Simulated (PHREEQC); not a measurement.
1 kg of water holding 57 mmol/kgw NaCl and 52 mmol/kgw K2SO4 is evaporated at 75 °C; the solids stay in contact with the brine. CO2 from the air is kept out. Solids allowed: Arcanite, Glaserite, Halite, Mirabilite, Misenite, Sylvite, Thenardite. Others were left out.

All values are PHREEQC results (Pitzer model, pitzer.dat), not measurements.

```json
[
 {"water left (kg)": "1", "ionic strength": "0.213", "water activity": "0.996", "Glaserite (mol)": "0", "Sylvite (mol)": "0", "Halite (mol)": "0", "Arcanite (mol)": "0"},
 {"water left (kg)": "0.5552", "ionic strength": "0.384", "water activity": "0.993", "Glaserite (mol)": "0", "Sylvite (mol)": "0", "Halite (mol)": "0", "Arcanite (mol)": "0"},
 {"water left (kg)": "0.375", "ionic strength": "?", "water activity": "?", "Glaserite (mol)": "0", "Sylvite (mol)": "0", "Halite (mol)": "0", "Arcanite (mol)": "0"},
 {"water left (kg)": "0.2082", "ionic strength": "?", "water activity": "0.982", "Glaserite (mol)": "0", "Sylvite (mol)": "0", "Halite (mol)": "0", "Arcanite (mol)": "0"},
 {"water left (kg)": "0.1156", "ionic strength": "1.84", "water activity": "0.968", "Glaserite (mol)": "0", "Sylvite (mol)": "0", "Halite (mol)": "0", "Arcanite (mol)": "0"},
 {"water left (kg)": "0.06418", "ionic strength": "3.32", "water activity": "0.943", "Glaserite (mol)": "0", "Sylvite (mol)": "0", "Halite (mol)": "0", "Arcanite (mol)": "0"},
 {"water left (kg)": "0.04335", "ionic strength": "4.88", "water activity": "0.915", "Glaserite (mol)": "0", "Sylvite (mol)": "0", "Halite (mol)": "0", "Arcanite (mol)": "0.000452"},
 {"water left (kg)": "0.02407", "ionic strength": "?", "water activity": "0.886", "Glaserite (mol)": "0.0146", "Sylvite (mol)": "0", "Halite (mol)": "0", "Arcanite (mol)": "0"},
 {"water left (kg)": "0.01337", "ionic strength": "6.11", "water activity": "?", "Glaserite (mol)": "?", "Sylvite (mol)": "0", "Halite (mol)": "0", "Arcanite (mol)": "0"},
 {"water left (kg)": "0.00903", "ionic strength": "?", "water activity": "0.758", "Glaserite (mol)": "0.0241", "Sylvite (mol)": "0", "Halite (mol)": "0", "Arcanite (mol)": "0"},
 {"water left (kg)": "0.005012", "ionic strength": "9.37", "water activity": "0.682", "Glaserite (mol)": "0.0252", "Sylvite (mol)": "0.00832", "Halite (mol)": "0.00655", "Arcanite (mol)": "0"}
]
```

Task: Fill in the missing entries.

Result: 
- 0.375, ionic strength: 0.568
- 0.375, water activity: 0.990
- 0.2082, ionic strength: 1.02
- 0.02407, ionic strength: 5.21
- 0.01337, water activity: 0.828
- 0.01337, Glaserite (mol): 0.0219
- 0.00903, ionic strength: 7.54

Away from 25 °C the constants follow the database's enthalpies or fits; those with neither stay at their 25 °C values.
